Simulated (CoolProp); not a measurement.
Propylene at several states: fugacity coefficient from the reference equation and from simpler models built on Tc = 364.2 K, pc = 4.555 MPa, ω = 0.146; each cubic takes its own stable root.

Model: reference Helmholtz-energy equation of state, Lemmon 2013, in CoolProp.

| T (K) | p (MPa) | phase | reference |
|---|---|---|---|
| 407.2 | 0.0418 | gas | 0.9978 |
| 192.6 | 0.0286 | liquid | 0.5838 |
| 546.4 | 16.3 | supercritical | 0.7684 |
| 345.5 | 14.4 | liquid | 0.2318 |

**Question.** How far does each simpler model (Redlich-Kwong, Soave-Redlich-Kwong, Peng-Robinson) lie from the reference over these 4 states: mean and median of the absolute difference, and the worst?

**Answer.** 
- Redlich-Kwong: mean 10.0 %, median 5.8 %, worst +28.5 % at 192.6 K and 0.0286 MPa
- Soave-Redlich-Kwong: mean 3.0 %, median 3.2 %, worst +5.7 % at 345.5 K and 14.4 MPa
- Peng-Robinson: mean 1.8 %, median 1.8 %, worst +3.8 % at 192.6 K and 0.0286 MPa
